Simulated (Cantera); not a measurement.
# Hydrocarbon pyrolysis for carbon deposition

An isothermal, constant-pressure homogeneous reactor starts with 7.14 % C2H4, 92.9 % H2, at 1148 K and 1.10 bar.

Model: GRI-Mech 3.0 (53 species, 325 reactions), integrated in Cantera. GRI-Mech 3.0 was tuned for natural gas; its chemistry of ethylene as a main component is partial and can be far from experiment. GRI-Mech 3.0 stops at C3 and has no aromatics, soot or wall deposition, so with more carbon than oxygen in the feed, carbon stays in small species such as C2H2 where larger ones or solid carbon would form.

```json
[
 {"t (s)": "1.00e-5", "x C2H4": "0.0714", "x H2": "0.929", "x C2H": "<1e-12", "x CH2": "<1e-12", "x C2H6": "4.95e-12", "x CH4": "<1e-12", "x C2H2": "2.34e-9"},
 {"t (s)": "4.30e-5", "x C2H4": "0.0714", "x H2": "0.929", "x C2H": "<1e-12", "x CH2": "<1e-12", "x C2H6": "9.91e-11", "x CH4": "<1e-12", "x C2H2": "1.01e-8"},
 {"t (s)": "0.000185", "x C2H4": "0.0714", "x H2": "0.929", "x C2H": "<1e-12", "x CH2": "<1e-12", "x C2H6": "1.87e-9", "x CH4": "<1e-12", "x C2H2": "4.33e-8"},
 {"t (s)": "0.000794", "x C2H4": "0.0714", "x H2": "0.929", "x C2H": "<1e-12", "x CH2": "<1e-12", "x C2H6": "3.46e-8", "x CH4": "5.01e-12", "x C2H2": "1.87e-7"},
 {"t (s)": "0.00341", "x C2H4": "0.0714", "x H2": "0.929", "x C2H": "<1e-12", "x CH2": "<1e-12", "x C2H6": "6.57e-7", "x CH4": "4.09e-10", "x C2H2": "8.18e-7"},
 {"t (s)": "0.0147", "x C2H4": "0.0714", "x H2": "0.929", "x C2H": "<1e-12", "x CH2": "<1e-12", "x C2H6": "2.02e-5", "x CH4": "5.09e-8", "x C2H2": "4.03e-6"},
 {"t (s)": "0.0630", "x C2H4": "0.0666", "x H2": "0.928", "x C2H": "<1e-12", "x CH2": "<1e-12", "x C2H6": "0.00489", "x CH4": "0.000298", "x C2H2": "0.000179"},
 {"t (s)": "0.271", "x C2H4": "0.0511", "x H2": "0.921", "x C2H": "<1e-12", "x CH2": "<1e-12", "x C2H6": "0.0145", "x CH4": "0.0118", "x C2H2": "0.00129"},
 {"t (s)": "1.16", "x C2H4": "0.0368", "x H2": "0.901", "x C2H": "<1e-12", "x CH2": "<1e-12", "x C2H6": "0.0103", "x CH4": "0.0508", "x C2H2": "0.00143"},
 {"t (s)": "5.00", "x C2H4": "0.0163", "x H2": "0.870", "x C2H": "<1e-12", "x CH2": "<1e-12", "x C2H6": "0.00440", "x CH4": "0.108", "x C2H2": "0.000643"}
]
```
x: mole fraction; the columns are a selection and need not sum to one.

Equilibrium at this temperature and pressure: C2H4 5.68e-5, H2 0.846, C2H <1e-12, CH2 <1e-12, C2H6 1.54e-5, CH4 0.154, C2H2 2.17e-6 (gas phase only).
